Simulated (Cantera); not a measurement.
# Pyrogenic steam for wet oxidation

An isothermal, constant-pressure homogeneous reactor starts with H2 : O2 : N2 = 0.78 : 1 : 1.3 (molar parts), at 925 K and 750 Torr.

Model: the H2/O2 subset of GRI-Mech 3.0, which has no nitrogen chemistry, integrated in Cantera. Below about 950 K walls govern HO2 and H2O2 in real vessels. The temperature is held fixed by assumption; the heat of reaction is taken as removed at once.

```tsv
t (s)	x H2	x O2	x HO2	x H2O	x OH
1.00e-6	0.253	0.325	7.41e-12	<1e-12	<1e-12
5.41e-6	0.253	0.325	5.53e-11	9.32e-12	1.07e-12
2.93e-5	0.253	0.325	5.27e-10	2.15e-10	3.55e-12
0.000159	0.253	0.325	4.04e-9	2.06e-9	4.50e-12
0.000860	0.253	0.325	2.47e-8	1.37e-8	5.53e-12
0.00465	0.253	0.325	1.93e-7	1.34e-7	1.48e-11
0.0252	0.253	0.325	7.71e-6	1.40e-5	6.91e-10
0.136	0.236	0.317	8.38e-5	0.0179	1.00e-7
0.739	0.106	0.267	6.91e-5	0.167	1.09e-7
4.00	0.00147	0.227	5.61e-6	0.288	4.64e-8
```
x: mole fraction; the columns are a selection and need not sum to one.

Equilibrium at this temperature and pressure: H2 4.79e-12, O2 0.227, HO2 4.59e-10, H2O 0.290, OH 4.11e-8 (gas phase only).
